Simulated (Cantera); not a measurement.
Cantera run:

```python
import numpy as np
import cantera as ct

gas_names = """
    AL ALH ALN ALO ALOH ALO2 ALO2H AL2 AL2O AL2O2 H HALO HNO HNO2 HNO3 HO2 H2 H2O H2O2 N NH NH2 NH3
    NH2OH NO NO2 NO3 N2 N2H2 N2H4 N2O O OH O2 O3
""".split()
cond_names = """
    AL(cr) AL(L) ALN(s) AL2O3(a) AL2O3(L) H2O(s) H2O(L)
""".split()


def load(file, names, dense=False):
    # The tables refer to 1 bar. Condensed volumes are neglected.
    table = {s.name: s for s in ct.Species.list_from_file(file)}
    out = []
    for n in names:
        d = dict(table[n].input_data)
        d["thermo"] = dict(d["thermo"], **{"reference-pressure": 1e5})
        if dense:
            d["equation-of-state"] = {"model": "constant-volume", "density": "1e6 g/cm^3"}
        out.append(ct.Species.from_dict(d))
    return out


gas = ct.Solution(thermo="ideal-gas", species=load("nasa_gas.yaml", gas_names))
cond = {s.name: ct.Solution(thermo="fixed-stoichiometry", species=[s], name=s.name)
        for s in load("nasa_condensed.yaml", cond_names, dense=True)}
atoms = {
    'Al2O3': {'AL': 2, 'O': 3},
    'H2O': {'H': 2, 'O': 1},
    'N2': {'N': 2},
}
top_T = {'ALN(s)': 2750}  # K; cautious upper limits of use, not melting points


def equilibrate(T, P, feed):
    n = {}
    for name, mol in feed.items():
        for a, k in atoms[name].items():
            n[a] = n.get(a, 0.0) + k * mol
    gas.TPX = T, P, n
    mass = sum(n.values()) * gas.mean_molecular_weight
    gas.equilibrate("TP")
    valid = [c for c in cond.values() if c.min_temp <= T <= top_T.get(c.name, c.max_temp)]
    mix = ct.Mixture([(gas, mass / gas.mean_molecular_weight)] + [(c, 0.0) for c in valid])
    mix.T, mix.P = T, P
    mix.equilibrate("TP", solver="vcs", rtol=1e-11, max_steps=5000)
    return mix


results = []
feed = {'Al2O3': 1, 'H2O': 0.27, 'N2': 0.075}  # mol
T = 1450  # K
P = 170000  # Pa
mix = equilibrate(T, P, feed)
results.append((T, P, feed, dict(zip(mix.species_names, mix.species_moles))))
x = sorted(zip(gas.X, gas.species_names), reverse=True)
print(f"T = {T:g} K  P = {P:g} Pa  gas = {mix.phase_moles(0):.4g} mol")
print("   x: " + "  ".join(f"{s} {v:.3e}" for v, s in x if v > 0.001))
print("   condensed (mol): " + ("  ".join(f"{mix.phase(i).name} {mix.phase_moles(i):.4g}"
      for i in range(1, mix.n_phases) if mix.phase_moles(i) > 1e-12) or "none"))
```

Output:

```
T = 1450 K  P = 170000 Pa  gas = 0.345 mol
   x: H2O 7.825e-01  N2 2.174e-01
   condensed (mol): AL2O3(a) 1
```

These are equilibrium values from Cantera (NASA tables, ideal gas, pure condensed phases), not measurements of a reactor. Gases not in the tables: Al(OH)3.
